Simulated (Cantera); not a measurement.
**Low-pressure radical oxidation in H2/O2**

An isothermal, constant-pressure homogeneous reactor starts with H2 : O2 : N2 = 0.033 : 1 : 0.27 (molar parts), at 900 K and 350 Pa.

Detailed kinetics in Cantera: the H2/O2 subset of GRI-Mech 3.0, which has no nitrogen chemistry. Radical loss at walls, strong at low pressure, is not modelled. Below about 950 K walls govern HO2 and H2O2 in real vessels.

| t (s) | x H2 | x O2 | x H2O | x HO2 | x H |
|---|---|---|---|---|---|
| 0.000700 | 0.0253 | 0.767 | <1e-12 | 1.66e-12 | 1.37e-12 |
| 0.00136 | 0.0253 | 0.767 | <1e-12 | 3.24e-12 | 2.48e-12 |
| 0.00266 | 0.0253 | 0.767 | 2.76e-12 | 6.33e-12 | 4.82e-12 |
| 0.00518 | 0.0253 | 0.767 | 1.54e-11 | 1.25e-11 | 1.18e-11 |
| 0.0101 | 0.0253 | 0.767 | 1.11e-10 | 2.51e-11 | 4.99e-11 |
| 0.0197 | 0.0253 | 0.767 | 1.91e-9 | 6.69e-11 | 6.94e-10 |
| 0.0384 | 0.0253 | 0.767 | 3.13e-7 | 3.41e-9 | 1.11e-7 |
| 0.0748 | 0.0210 | 0.765 | 0.00331 | 1.51e-6 | 0.00143 |
| 0.146 | 0.000681 | 0.755 | 0.0219 | 1.74e-6 | 0.00497 |
| 0.284 | 0.000235 | 0.759 | 0.0242 | 1.45e-6 | 0.00181 |
| 0.554 | 9.23e-5 | 0.762 | 0.0252 | 1.11e-6 | 0.000470 |
| 1.08 | 2.94e-5 | 0.764 | 0.0255 | 7.25e-7 | 8.61e-5 |
| 2.11 | 8.11e-6 | 0.764 | 0.0256 | 4.03e-7 | 1.29e-5 |
| 4.10 | 2.09e-6 | 0.764 | 0.0256 | 1.93e-7 | 1.82e-6 |
| 8.00 | 5.40e-7 | 0.764 | 0.0256 | 8.17e-8 | 2.65e-7 |
x: mole fraction; the columns are a selection and need not sum to one.

Equilibrium at this temperature and pressure: H2 1.60e-12, O2 0.764, H2O 0.0257, HO2 5.11e-11, H <1e-12 (gas phase only).
